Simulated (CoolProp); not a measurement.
Vapour-liquid equilibrium of diethyl ether (1) + acetone (2) at 0.107 MPa; x and y are mole fractions of (1).

The numbers come from the multi-fluid Helmholtz-energy mixture model, Thol 2014 and Lemmon 2006; pair parameters Bell 2016 in CoolProp.

```csv
x,bubble temperature (K),y at the bubble point,dew temperature at overall composition x (K),liquid density (mol/L)
0.05,328.1,0.130,329.8,12.66
0.15,323.3,0.335,327.6,12.26
0.25,319.4,0.480,325.4,11.86
0.35,316.5,0.585,322.9,11.47
0.45,314.3,0.663,320.3,11.10
0.55,312.6,0.725,317.5,10.74
0.65,311.3,0.777,314.6,10.40
0.75,310.3,0.828,311.9,10.08
0.85,309.6,0.883,310.0,9.786
0.95,309.2,0.954,309.2,9.508
```

No azeotrope shows between x = 0.05 and 0.95.

The pair parameters rest on a limited set of measurements; away from them the model extrapolates.
